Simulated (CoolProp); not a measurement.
Vapour-liquid equilibrium of CH2F2 (R32) (1) + R143a (2) at 0.00222 MPa; x and y are mole fractions of (1).

Values from CoolProp's multi-fluid Helmholtz-energy mixture model, Tillner-Roth 1997 and Lemmon and Jacobsen 2000; pair parameters Bell 2016.

| x | bubble temperature, mixture model (°C) | bubble temperature, Raoult's law (°C) | y, mixture model | y, Raoult's law |
|---|---|---|---|---|
| 0.05 | -105.0 | -104.5 | 0.097 | 0.056 |
| 0.15 | -105.8 | -104.7 | 0.244 | 0.167 |
| 0.25 | -106.4 | -104.8 | 0.353 | 0.274 |
| 0.35 | ___ | -105.0 | 0.437 | 0.379 |
| 0.45 | -107.0 | -105.1 | 0.508 | 0.481 |
| 0.55 | -107.1 | -105.2 | 0.571 | 0.581 |
| 0.65 | -107.1 | -105.3 | 0.635 | 0.678 |
| 0.75 | -107.0 | -105.5 | 0.704 | 0.773 |
| 0.85 | ___ | -105.6 | 0.791 | 0.865 |
| 0.95 | ___ | -105.7 | 0.914 | 0.956 |

Some entries are withheld; supply them.


- 0.35, bubble temperature, mixture model (°C): -106.8
- 0.85, bubble temperature, mixture model (°C): -106.7
- 0.95, bubble temperature, mixture model (°C): -106.2

The largest gap from Raoult's law is -1.9 K in bubble temperature, at x = 0.45. y crosses x between x = 0.55 and 0.65: the model has an azeotrope there.

The pair parameters rest on a limited set of measurements; away from them the model extrapolates.
